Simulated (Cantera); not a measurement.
Input (Python, Cantera) and output of one run.

```python
import numpy as np
import cantera as ct

gas_names = """
    F FO FO2 F2 F2O H HF HOF HO2 H2 H2F2 H2O H2O2 H3F3 H4F4 H5F5 H6F6 H7F7 Mg MgF MgF2 MgH MgO MgOH
    MgO2H2 Mg2 Mg2F4 O OH O2 O3
""".split()
cond_names = """
    H2O(s) H2O(L) Mg(cr) Mg(L) MgF2(s) MgF2(L) MgO(s) MgO(L) MgO2H2(s)
""".split()


def load(file, names, dense=False):
    # The tables refer to 1 bar. Condensed volumes are neglected.
    table = {s.name: s for s in ct.Species.list_from_file(file)}
    out = []
    for n in names:
        d = dict(table[n].input_data)
        d["thermo"] = dict(d["thermo"], **{"reference-pressure": 1e5})
        if dense:
            d["equation-of-state"] = {"model": "constant-volume", "density": "1e6 g/cm^3"}
        out.append(ct.Species.from_dict(d))
    return out


gas = ct.Solution(thermo="ideal-gas", species=load("nasa_gas.yaml", gas_names))
cond = {s.name: ct.Solution(thermo="fixed-stoichiometry", species=[s], name=s.name)
        for s in load("nasa_condensed.yaml", cond_names, dense=True)}
atoms = {
    'MgO': {'Mg': 1, 'O': 1},
    'HF': {'H': 1, 'F': 1},
    'H2': {'H': 2},
}
top_T = {}  # K; cautious upper limits of use, not melting points


def equilibrate(T, P, feed):
    n = {}
    for name, mol in feed.items():
        for a, k in atoms[name].items():
            n[a] = n.get(a, 0.0) + k * mol
    gas.TPX = T, P, n
    mass = sum(n.values()) * gas.mean_molecular_weight
    gas.equilibrate("TP")
    valid = [c for c in cond.values() if c.min_temp <= T <= top_T.get(c.name, c.max_temp)]
    mix = ct.Mixture([(gas, mass / gas.mean_molecular_weight)] + [(c, 0.0) for c in valid])
    mix.T, mix.P = T, P
    mix.equilibrate("TP", solver="vcs", rtol=1e-11, max_steps=5000)
    return mix


results = []
feed = {'MgO': 1, 'HF': 40, 'H2': 1.2}  # mol
P = 57  # Pa
for T in [600, 675, 750, 825, 900, 975, 1050, 1125, 1200, 1275, 1350, 1425]:
    mix = equilibrate(T, P, feed)
    results.append((T, P, feed, dict(zip(mix.species_names, mix.species_moles))))

top = {s: max(r[3][s] / sum(r[3][g] for g in gas_names) for r in results) for s in gas_names}
cols = sorted((s for s in top if top[s] > 1e-06), key=lambda s: -top[s])[:5]
seen = [c for c in cond_names if any(r[3].get(c, 0) > 1e-12 for r in results)]
print("log10 of partial pressures in bar; condensed amounts in mol")
print(f"{'T/K':>10s}" + "".join(f"{s[:9]:>10s}" for s in cols + seen))
for T, P, feed, n in results:
    ng = sum(n[g] for g in gas_names)
    print(f"{T:10.4g}" + "".join(f"{np.log10(max(n[s] / ng * P / 1e5, 1e-99)):10.3f}" for s in cols)
          + "".join(f"{n.get(c, 0):10.4g}" for c in seen))
```

Result:

```
log10 of partial pressures in bar; condensed amounts in mol
       T/K        HF        H2       H2O      MgF2         H   MgF2(s)    MgO(s)
       600    -3.269    -4.769    -4.848   -24.363   -18.720         1         0
       675    -3.269    -4.769    -4.848   -20.578   -16.591         1         0
       750    -3.269    -4.769    -4.848   -17.562   -14.884         1         0
       825    -3.269    -4.769    -4.848   -15.105   -13.485         1         0
       900    -3.269    -4.769    -4.848   -13.067   -12.317         1         0
       975    -3.269    -4.769    -4.848   -11.350   -11.326         1         0
      1050    -3.269    -4.769    -4.848    -9.885   -10.476         1         0
      1125    -3.269    -4.769    -4.848    -8.621    -9.737    0.9998         0
      1200    -3.269    -4.769    -4.848    -7.520    -9.089    0.9979         0
      1275    -3.269    -4.769    -4.849    -6.554    -8.517    0.9803         0
      1350    -3.270    -4.771    -4.850    -5.700    -8.008    0.8586         0
      1425    -3.274    -4.780    -4.977    -4.977    -7.556         0    0.2374
```

These are equilibrium values from Cantera (NASA tables, ideal gas, pure condensed phases), not measurements of a reactor.
